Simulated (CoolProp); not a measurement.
A single-stage vapour-compression cycle with R1132(E): evaporating at 257.15 K (dew point), condensing at 288.15 K (bubble point), superheat 8 K, subcooling 8 K, compressor efficiency 0.6, no pressure losses. Each further row changes one setting.

Model: reference Helmholtz-energy equation of state, Akasaka 2024, in CoolProp.

| case | cooling COP | pressure ratio | discharge temperature (K) | refrigerating effect (kJ/kg) | volumetric capacity (kJ/m³) |
|---|---|---|---|---|---|
| as stated | 4.46 | 2.64 | 328.8 | 239 | 3650 |
| evaporating temperature 262.15 K | 5.53 | 2.22 | 322.7 | 242 | 4370 |
| condensing temperature 283.15 K | 5.45 | 2.29 | 319.3 | 247 | 3780 |
| subcooling 13 K | 4.63 | 2.64 | 328.8 | 247 | 3780 |
| superheat 18 K | 4.42 | 2.64 | 340.1 | 249 | 3620 |
| compressor efficiency 0.5 | 3.72 | 2.64 | 338.3 | 239 | 3650 |
